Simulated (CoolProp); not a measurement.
n-hexane along the isobar 101 kPa: Z from the reference equation and from simpler models built on Tc = 507.8 K, pc = 3044 kPa, ω = 0.300; each cubic takes its own stable root.

The numbers come from the reference Helmholtz-energy equation of state, Thol 2019 in CoolProp.

```
T (K)   phase  reference
-----  ------  ---------
252.9  liquid   0.005957
261.8  liquid   0.005819
270.6  liquid   0.005694
279.4  liquid   0.005578
288.2  liquid   0.005472
297    liquid   0.005374
305.9  liquid   0.005283
314.7  liquid   0.005201
323.5  liquid   0.005126
332.3  liquid   0.005058
```

Question: How far does each simpler model (Redlich-Kwong, Soave-Redlich-Kwong, Peng-Robinson) lie from the reference over these 10 states: mean and median of the absolute difference, and the worst?

Answer: 
- Redlich-Kwong: mean 3765.7 %, median 14.9 %, worst +18923.3 % at 332.3 K and 101 kPa
- Soave-Redlich-Kwong: mean 11.2 %, median 11.0 %, worst +11.8 % at 252.9 K and 101 kPa
- Peng-Robinson: mean 1.4 %, median 1.5 %, worst -1.9 % at 332.3 K and 101 kPa

At some of these states Redlich-Kwong gives the other phase, because its saturation line lies elsewhere.
